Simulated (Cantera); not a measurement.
Mixture: CH4 : C2H6 : C3H8 : O2 : N2 = 1 : 0.077 : 1.2 : 16.2 : 61 (molar parts), at 10500 Torr, adiabatic and at constant pressure. Ignition delay is the time to a rise of 400 K.

Computed with Cantera and GRI-Mech 3.0 (53 species, 325 reactions). GRI-Mech 3.0 was tuned for natural gas; its chemistry of propane as a main component is partial and can be far from experiment. The pressure lies above the range GRI-Mech 3.0 was tuned for (to about 10 atm).

Problem. Predict: delay at 1050 K; delay at 1125 K; delay at 1200 K; delay at 1275 K; delay at 1350 K; delay at 1425 K; apparent activation energy between 1275 and 1425 K.

Solution. 
```
Item                                                    Result
--------------------------------------------------  ----------
delay at 1050 K                                        11.8 ms
delay at 1125 K                                        3.44 ms
delay at 1200 K                                        1.04 ms
delay at 1275 K                                       0.329 ms
delay at 1350 K                                       0.113 ms
delay at 1425 K                                        43.5 µs
apparent activation energy between 1275 and 1425 K  200 kJ/mol
```
